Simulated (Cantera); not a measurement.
An isothermal, constant-pressure homogeneous reactor starts with H2 : O2 : N2 = 0.93 : 1 : 18 (molar parts), at 950 K and 100.0 Torr.

Detailed kinetics in Cantera: GRI-Mech 3.0 (53 species, 325 reactions). Radical loss at walls, strong at low pressure, is not modelled. The temperature is held fixed by assumption; the heat of reaction is taken as removed at once.

x: mole fraction; the columns are a selection and need not sum to one.

```tsv
t (s)	x H2	x O2	x HO2	x NO	x H
1.00e-6	0.0467	0.0502	<1e-12	<1e-12	<1e-12
3.05e-6	0.0467	0.0502	<1e-12	<1e-12	<1e-12
9.30e-6	0.0467	0.0502	<1e-12	<1e-12	<1e-12
2.83e-5	0.0467	0.0502	1.54e-12	<1e-12	1.49e-12
8.64e-5	0.0467	0.0502	4.80e-12	<1e-12	4.62e-12
0.000263	0.0467	0.0502	1.58e-11	<1e-12	1.79e-11
0.000803	0.0467	0.0502	7.38e-11	<1e-12	1.65e-10
0.00245	0.0467	0.0502	9.70e-9	<1e-12	4.18e-8
0.00747	…	…	…	…	…
0.0228	0.000302	0.0276	2.49e-6	4.53e-7	2.85e-5
0.0694	5.80e-5	0.0275	9.88e-7	4.47e-7	1.20e-6
0.212	8.97e-6	0.0275	2.35e-7	4.35e-7	7.66e-8
0.645	8.41e-7	0.0275	3.11e-8	4.30e-7	3.62e-9
1.97	5.22e-8	0.0275	4.10e-9	4.36e-7	1.86e-10
6.00	4.12e-9	0.0275	8.62e-10	4.45e-7	1.74e-11
```

### Question
Fill in the missing entries.

### Answer

- 0.00747, x H2: 0.00898
- 0.00747, x O2: 0.0331
- 0.00747, x HO2: 4.34e-6
- 0.00747, x NO: 2.48e-7
- 0.00747, x H: 0.00910
